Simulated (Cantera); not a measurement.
An adiabatic, constant-volume homogeneous reactor starts with CO : H2 : CH4 : O2 : N2 = 1 : 0.75 : 0.22 : 0.877 : 3.3 (molar parts), at 1600 K and 0.220 bar. Integrator tolerance rtol = 1e-08.

Cantera simulation using GRI-Mech 3.0 (53 species, 325 reactions); the numbers are that mechanism's predictions, not measurements.

Question: What does this change do: 0.15 parts CO2 added?

Answer: 
```json
[
 {"quantity": "time of steepest temperature rise", "before": "0.108 ms", "after": "0.111 ms"},
 {"quantity": "temperature at 1.00 s", "before": "2822 K", "after": "2789 K"},
 {"quantity": "equilibrium temperature", "before": "2822 K", "after": "2789 K"},
 {"quantity": "x(CO) at 1.00 s", "before": "0.143 (gas-phase equilibrium 0.143)", "after": "0.148 (gas-phase equilibrium 0.148)"},
 {"quantity": "x(H2) at 1.00 s", "before": "0.0434 (gas-phase equilibrium 0.0434)", "after": "0.0379 (gas-phase equilibrium 0.0379)"},
 {"quantity": "x(CH4) at 1.00 s", "before": "<1e-12 (gas-phase equilibrium <1e-12)", "after": "<1e-12 (gas-phase equilibrium <1e-12)"},
 {"quantity": "x(O) at 1.00 s", "before": "0.0108 (gas-phase equilibrium 0.0108)", "after": "0.00998 (gas-phase equilibrium 0.00998)"},
 {"quantity": "x(H2O) at 1.00 s", "before": "0.126 (gas-phase equilibrium 0.126)", "after": "0.130 (gas-phase equilibrium 0.130)"},
 {"quantity": "x(NO2) at 1.00 s", "before": "7.73e-7 (gas-phase equilibrium 7.73e-7)", "after": "8.12e-7 (gas-phase equilibrium 8.12e-7)"},
 {"quantity": "x(C2H2) at 1.00 s", "before": "<1e-12 (gas-phase equilibrium <1e-12)", "after": "<1e-12 (gas-phase equilibrium <1e-12)"}
]
```

Question: What does this change do: pressure from 0.220 bar to 1.01 bar?

Answer: 
| quantity | before | after |
|---|---|---|
| time of steepest temperature rise | 0.108 ms | 24.7 µs |
| temperature at 1.00 s | 2822 K | 2977 K |
| equilibrium temperature | 2822 K | 2977 K |
| x(CO) at 1.00 s | 0.143 (gas-phase equilibrium 0.143) | 0.142 (gas-phase equilibrium 0.142) |
| x(H2) at 1.00 s | 0.0434 (gas-phase equilibrium 0.0434) | 0.0416 (gas-phase equilibrium 0.0416) |
| x(CH4) at 1.00 s | <1e-12 (gas-phase equilibrium <1e-12) | <1e-12 (gas-phase equilibrium <1e-12) |
| x(O) at 1.00 s | 0.0108 (gas-phase equilibrium 0.0108) | 0.00774 (gas-phase equilibrium 0.00774) |
| x(H2O) at 1.00 s | 0.126 (gas-phase equilibrium 0.126) | 0.135 (gas-phase equilibrium 0.135) |
| x(NO2) at 1.00 s | 7.73e-7 (gas-phase equilibrium 7.73e-7) | 1.46e-6 (gas-phase equilibrium 1.46e-6) |
| x(C2H2) at 1.00 s | <1e-12 (gas-phase equilibrium <1e-12) | <1e-12 (gas-phase equilibrium <1e-12) |
